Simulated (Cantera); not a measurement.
A closed system holds: 1 mol Si₂Cl₆, 0.47 mol N₂, 77 mol H₂, equilibrated at 133 Pa.

Equilibrium computed with Cantera from the NASA thermochemical tables; the gas is ideal and each condensed phase is pure. Candidate condensed phases: NH₄Cl, Si, Si₃N₄; 28 gas species. The feed counts by its element totals alone. N₂ is the only nitrogen source here; it is nearly inert below about 1500 K, so the nitride shown seldom forms there in practice. Mutual solubility and eutectic melting of coexisting phases are not modelled. The tables' values for SiCl₃ are old estimates; treat these amounts as uncertain. The numbers say what is thermodynamically allowed, not how fast it happens.

x: gas mole fraction; n: condensed amount in mol.

```json
[
 {"T (°C)": "802", "x H₂": "0.943", "x HCl": "0.0473", "x SiCl₂": "0.00464", "x N₂": "…", "x SiCl₄": "0.00331", "n Si(s)": "0.516", "n Si₃N₄(s)": "0.235"},
 {"T (°C)": "852", "x H₂": "0.938", "x HCl": "0.0533", "x SiCl₂": "0.00641", "x N₂": "…", "x SiCl₄": "0.00133", "n Si(s)": "0.577", "n Si₃N₄(s)": "0.235"},
 {"T (°C)": "902", "x H₂": "0.935", "x HCl": "0.0558", "x SiCl₂": "0.00759", "x N₂": "…", "x SiCl₄": "0.000449", "n Si(s)": "0.592", "n Si₃N₄(s)": "0.235"},
 {"T (°C)": "952", "x H₂": "0.935", "x HCl": "0.0564", "x SiCl₂": "0.00831", "x N₂": "…", "x SiCl₄": "0.000146", "n Si(s)": "0.587", "n Si₃N₄(s)": "0.233"},
 {"T (°C)": "1002", "x H₂": "0.934", "x HCl": "0.0563", "x SiCl₂": "0.00880", "x N₂": "…", "x SiCl₄": "4.96e-5", "n Si(s)": "0.586", "n Si₃N₄(s)": "0.227"},
 {"T (°C)": "1052", "x H₂": "0.934", "x HCl": "0.0559", "x SiCl₂": "0.00918", "x N₂": "…", "x SiCl₄": "1.79e-5", "n Si(s)": "0.629", "n Si₃N₄(s)": "0.206"},
 {"T (°C)": "1102", "x H₂": "0.932", "x HCl": "0.0554", "x SiCl₂": "0.00949", "x N₂": "…", "x SiCl₄": "6.92e-6", "n Si(s)": "0.813", "n Si₃N₄(s)": "0.138"},
 {"T (°C)": "1152", "x H₂": "0.929", "x HCl": "0.0548", "x SiCl₂": "0.00975", "x N₂": "0.00584", "x SiCl₄": "2.83e-6", "n Si(s)": "1.21", "n Si₃N₄(s)": "0"},
 {"T (°C)": "1202", "x H₂": "0.929", "x HCl": "0.0543", "x SiCl₂": "0.0100", "x N₂": "0.00584", "x SiCl₄": "1.24e-6", "n Si(s)": "1.19", "n Si₃N₄(s)": "0"}
]
```

Problem. What belongs in the gaps?

Solution. 
- 802, x N₂: 2.80e-7
- 852, x N₂: 1.78e-6
- 902, x N₂: 9.68e-6
- 952, x N₂: 4.57e-5
- 1002, x N₂: 0.000191
- 1052, x N₂: 0.000712
- 1102, x N₂: 0.00242
